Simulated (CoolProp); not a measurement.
Vapour pressure (MPa) of R227EA: the reference equation beside estimates from Tc = 374.9 K, pc = 2.925 MPa, ω = 0.358. Clausius-Clapeyron is anchored at 173.7 K with a constant enthalpy of vaporisation of 27.89 kJ/mol.

Values from CoolProp's reference Helmholtz-energy equation of state, Lemmon 2016.

```json
[
 {"T (K)": "173.7", "reference": "0.0003071", "Lee-Kesler": "0.0003003", "Clausius-Clapeyron": "0.0003071", "Redlich-Kwong": "0.002152"},
 {"T (K)": "182", "reference": "0.0007354", "Lee-Kesler": "0.0007155", "Clausius-Clapeyron": "0.0007409", "Redlich-Kwong": "0.004346"},
 {"T (K)": "190.4", "reference": "0.001622", "Lee-Kesler": "0.001576", "Clausius-Clapeyron": "0.001671", "Redlich-Kwong": "0.008182"},
 {"T (K)": "198.7", "reference": "0.003277", "Lee-Kesler": "0.003186", "Clausius-Clapeyron": "0.003488", "Redlich-Kwong": "0.01431"},
 {"T (K)": "207.1", "reference": "0.006229", "Lee-Kesler": "0.006073", "Clausius-Clapeyron": "0.006918", "Redlich-Kwong": "0.02378"},
 {"T (K)": "215.5", "reference": "0.01115", "Lee-Kesler": "0.01091", "Clausius-Clapeyron": "0.01301", "Redlich-Kwong": "0.03763"},
 {"T (K)": "223.8", "reference": "0.01881", "Lee-Kesler": "0.01849", "Clausius-Clapeyron": "0.02317", "Redlich-Kwong": "0.05677"},
 {"T (K)": "232.2", "reference": "0.03051", "Lee-Kesler": "0.03012", "Clausius-Clapeyron": "0.03985", "Redlich-Kwong": "0.08298"},
 {"T (K)": "240.5", "reference": "0.04728", "Lee-Kesler": "0.04687", "Clausius-Clapeyron": "0.06562", "Redlich-Kwong": "0.1170"},
 {"T (K)": "248.9", "reference": "0.07106", "Lee-Kesler": "0.07073", "Clausius-Clapeyron": "0.1051", "Redlich-Kwong": "0.1609"}
]
```

Absolute difference from the reference over all 10 rows, mean and median: Lee-Kesler 2.0 and 2.2 %, Clausius-Clapeyron 17.8 and 13.9 %, Redlich-Kwong 300.0 and 259.6 %.
